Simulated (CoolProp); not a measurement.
Vapour-liquid equilibrium of R134a (1) + R245fa (2) at 5.65 °C; x and y are mole fractions of (1).

Values from CoolProp's multi-fluid Helmholtz-energy mixture model, Tillner-Roth 1994 and Akasaka 2015; pair parameters Akasaka 2014.

| x | bubble pressure, mixture model (MPa) | bubble pressure, Raoult's law (MPa) | y, mixture model | y, Raoult's law |
|---|---|---|---|---|
| 0.05 | 0.08263 | 0.08294 | 0.207 | 0.216 |
| 0.125 | 0.1037 | 0.1046 | 0.412 | 0.427 |
| 0.2 | 0.1248 | 0.1263 | 0.548 | 0.566 |
| 0.275 | 0.1458 | 0.1480 | 0.645 | 0.665 |
| 0.35 | 0.1668 | 0.1697 | 0.718 | 0.738 |
| 0.425 | 0.1879 | 0.1914 | 0.776 | 0.794 |
| 0.5 | 0.2092 | 0.2131 | 0.823 | 0.839 |
| 0.575 | 0.2306 | 0.2347 | 0.861 | 0.876 |
| 0.65 | 0.2523 | 0.2564 | 0.894 | 0.907 |
| 0.725 | 0.2743 | 0.2781 | 0.922 | 0.932 |
| 0.8 | 0.2965 | 0.2998 | 0.947 | 0.954 |
| 0.875 | 0.3192 | 0.3215 | 0.969 | 0.973 |
| 0.95 | 0.3421 | 0.3432 | 0.988 | 0.990 |

The largest gap from Raoult's law is -1.8 % in bubble pressure, at x = 0.5. No azeotrope shows between x = 0.05 and 0.95.

The pair parameters rest on a limited set of measurements; away from them the model extrapolates.
